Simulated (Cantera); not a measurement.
Charge: 1 mol CH₃SiCl₃, 90 mol H₂, at 1.10 mbar.

Cantera equilibrium calculation (NASA polynomials, part measured and part estimated; ideal gas, pure solids and liquids). Candidate condensed phases: C, C₆H₆, C₇H₈, C₈H₁₈, Si, SiC; 109 gas species. The feed counts by its element totals alone. Equilibrium is a limit: real reactors are often held back by kinetics, nucleation or transport.

Question: What share of the Si ends up in condensed phases as a function of T (K), at 1348, 1448, 1548, 1648, 1748, 1848, 1948, 2048, 2148, 2248, 2348, 2448, 2548?

Answer: 
| T (K) | Si condensed (%) | as |
|---|---|---|
| 1348 | 99.9 | SiC(s) |
| 1448 | 99.8 | SiC(s) |
| 1548 | 99.7 | SiC(s) |
| 1648 | 99.4 | SiC(s) |
| 1748 | 98.8 | SiC(s) |
| 1848 | 96.8 | SiC(s) |
| 1948 | 88.6 | SiC(s) |
| 2048 | 48.2 | SiC(s) |
| 2148 | 0.0 | - |
| 2248 | 0.0 | - |
| 2348 | 0.0 | - |
| 2448 | 0.0 | - |
| 2548 | 0.0 | - |
